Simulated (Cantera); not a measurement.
## Moist CO burnout

An isothermal, constant-pressure homogeneous reactor starts with CO : O2 : H2O : N2 = 0.0079 : 0.014 : 0.0018 : 1 (molar parts), equivalence ratio 0.28, at 1000 K and 290000 Pa.

Computed with Cantera and GRI-Mech 3.0 (53 species, 325 reactions).

```tsv
t (s)	x CO	x O2	x H2O	x NO	x H2
0.000100	0.00772	0.0137	0.00176	<1e-12	<1e-12
0.000289	0.00772	0.0137	0.00176	<1e-12	<1e-12
0.000838	0.00772	0.0137	0.00176	<1e-12	<1e-12
0.00242	0.00772	0.0137	0.00176	<1e-12	<1e-12
0.00702	0.00772	0.0137	0.00176	<1e-12	3.60e-12
0.0203	0.00772	0.0137	0.00176	<1e-12	2.88e-11
0.0588	0.00772	0.0137	0.00176	<1e-12	4.00e-10
0.170	0.00770	0.0137	0.00176	<1e-12	5.03e-8
0.492	0.00739	0.0135	0.00176	2.51e-12	1.83e-6
1.43	0.00642	0.0130	0.00175	3.08e-11	5.11e-6
4.12	0.00419	0.0119	0.00176	2.21e-10	5.33e-6
11.9	0.00139	0.0105	0.00176	7.31e-10	1.89e-6
34.6	0.000153	0.00993	0.00176	7.73e-10	1.50e-7
100	7.60e-6	0.00986	0.00177	6.05e-10	6.15e-9
```
x: mole fraction; the columns are a selection and need not sum to one.

Equilibrium at this temperature and pressure: CO 2.81e-12, O2 0.00985, H2O 0.00177, NO 7.60e-6, H2 <1e-12 (gas phase only).
